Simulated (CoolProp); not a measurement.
n-perfluorohexane along the isobar 5.13 MPa: Z from the reference equation and from simpler models built on Tc = 448.0 K, pc = 1.742 MPa, ω = 0.497; each cubic takes its own stable root.

The numbers come from the reference Helmholtz-energy equation of state, Gao 2022 in CoolProp.

| T (K) | phase | reference |
|---|---|---|
| 241.1 | liquid | 0.4677 |
| 264.3 | liquid | 0.4413 |
| 287.5 | liquid | 0.4202 |
| 310.7 | liquid | 0.4035 |
| 333.9 | liquid | 0.3908 |
| 357.1 | liquid | 0.3818 |
| 380.4 | liquid | 0.3767 |
| 403.6 | liquid | 0.3761 |
| 426.8 | liquid | 0.3811 |
| 450 | supercritical | 0.3939 |

How far does each simpler model (van der Waals, Soave-Redlich-Kwong) lie from the reference over these 10 states: mean and median of the absolute difference, and the worst?


- van der Waals: mean 64.6 %, median 66.4 %, worst +75.2 % at 241.1 K and 5.13 MPa
- Soave-Redlich-Kwong: mean 15.2 %, median 14.7 %, worst +18.9 % at 450 K and 5.13 MPa
